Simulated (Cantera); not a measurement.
## Premixed flame

A freely propagating, adiabatic, planar premixed flame of H₂ : O₂ : N₂ = 1 : 0.82 : 3.08 (molar parts), unburnt at 425 K and 0.326 atm; mixture-averaged transport, grid criteria slope 0.08 and curve 0.16, no radiation.

Computed with Cantera and the H2/O2 subset of GRI-Mech 3.0, which has no nitrogen chemistry. Burning velocities carry a grid error of a few per cent, more on coarse grids. Lean hydrogen flames are cellular in practice and burn faster than this planar one.

| z (mm) | T (K) | u (m/s) | x H₂ | x O₂ | x H | x OH | x HO₂ | x H₂O |
|---|---|---|---|---|---|---|---|---|
| -4.73 | 425 | 2.16 | 0.204 | 0.167 | <1e-8 | <1e-8 | <1e-8 | <1e-8 |
| -3.15 | 425 | 2.15 | 0.204 | 0.167 | <1e-8 | <1e-8 | <1e-8 | <1e-8 |
| -2.36 | 425 | 2.15 | 0.204 | 0.167 | <1e-8 | <1e-8 | <1e-8 | 2.59e-8 |
| -1.58 | 425 | 2.15 | 0.203 | 0.168 | <1e-8 | <1e-8 | 3.49e-7 | 1.73e-6 |
| -0.788 | 452 | 2.26 | 0.191 | 0.169 | 3.71e-5 | 3.98e-5 | 0.000150 | 0.00135 |
| -0.394 | 693 | 3.37 | 0.152 | 0.164 | 0.00308 | 0.000621 | 0.000112 | 0.0244 |
| 0 | 1062 | 5.04 | 0.0811 | 0.134 | 0.0167 | 0.00199 | 4.84e-5 | 0.0923 |
| 0.394 | 1323 | 6.23 | 0.0288 | 0.0942 | 0.0249 | 0.00568 | 2.72e-5 | 0.161 |
| 0.788 | 1460 | 6.84 | 0.0154 | 0.0805 | 0.0219 | 0.00788 | 1.95e-5 | 0.183 |
| 1.58 | 1599 | 7.44 | 0.0118 | 0.0759 | 0.0145 | 0.00950 | 1.43e-5 | 0.194 |
| 3.15 | 1724 | 7.97 | 0.00880 | 0.0738 | 0.00778 | 0.00994 | 9.99e-6 | 0.203 |
| 6.30 | 1824 | 8.37 | 0.00543 | 0.0727 | 0.00327 | 0.00894 | 6.21e-6 | 0.211 |
| 12.6 | 1888 | 8.63 | 0.00275 | 0.0726 | 0.00109 | 0.00691 | 3.43e-6 | 0.217 |
x: mole fraction of selected species; z is measured from the peak of heat release.

```yaml
laminar_burning_velocity: 216 cm/s
thermal_thickness: 1.58 mm
peak x(H): 0.0249
peak x(OH): 0.00997
peak x(HO₂): 0.000191
grid_points: 115
```
